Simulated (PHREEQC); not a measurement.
Dissolve 0.016 mol Pb(NO3)2, 0.0032 mol H2SO4 and 0.0012 mol Na2SO4 per kg of water at 25 °C. Closed to the air; pH follows from the charge balance.

The numbers come from PHREEQC with the ion-association model, phreeqc.dat.

| Item | Value |
|---|---|
| pH | 2.29 |
| ionic strength | 0.0466 mol/kgw |
| total alkalinity | -6.40 meq/kg |

| species | molality | activity | log γ |
|---|---|---|---|
| NO3- | 0.0297 | 0.0241 | -0.091 |
| Pb+2 | 0.0114 | 0.00530 | -0.334 |
| H+ | 0.00594 | 0.00509 | -0.067 |
| Na+ | 0.00239 | 0.00198 | -0.082 |
| PbNO3+ | 0.00229 | 0.00189 | -0.083 |
| PbSO4 | 0.00226 | 0.00229 | 0.005 |
| SO4-2 | 0.00163 | 0.000767 | -0.327 |
| HSO4- | 0.000460 | 0.000380 | -0.083 |
| Pb(SO4)2-2 | 1.99e-5 | 9.21e-6 | -0.334 |
| NaSO4- | 9.15e-6 | 7.62e-6 | -0.080 |
| PbOH+ | 2.46e-8 | 2.03e-8 | -0.083 |
| Pb2OH+3 | 1.36e-8 | 2.41e-9 | -0.751 |

No solid was allowed to form. The solution is supersaturated, for example in Anglesite, so a real one may precipitate; this is no full list.
